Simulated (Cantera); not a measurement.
Input: 1 mol SiCl4, 53 mol H2, 0.15 mol HCl, held at 940 Pa.

Method: chemical equilibrium by Gibbs-energy minimisation in Cantera with the NASA 1993 tables (ideal gas, pure condensed phases). Candidate condensed phases: Si; 19 gas species. The tables' values for SiCl3 are old estimates; treat these amounts as uncertain. Rates play no part.

log p: log10 of the partial pressure in bar; n: condensed amount in mol.

```tsv
T (K)	log p H2	log p HCl	log p SiCl4	log p SiCl2	n Si(s)
948	-2.04	-3.87	-3.94	-5.53	(withheld)
1023	-2.04	-3.62	-4.06	-4.95	(withheld)
1098	-2.05	-3.44	-4.30	-4.52	(withheld)
1173	-2.05	-3.33	-4.72	-4.26	0.450
1248	-2.06	-3.29	-5.30	-4.13	0.476
1323	-2.06	-3.28	-5.93	-4.08	0.470
1398	-2.06	-3.29	-6.53	-4.05	0.454
1473	-2.06	-3.29	-7.07	-4.03	0.436
1548	-2.06	-3.29	-7.56	-4.01	0.419
```

Q: What belongs in the gaps?

A: 
- 948, n Si(s): 0.0877
- 1023, n Si(s): 0.223
- 1098, n Si(s): 0.361
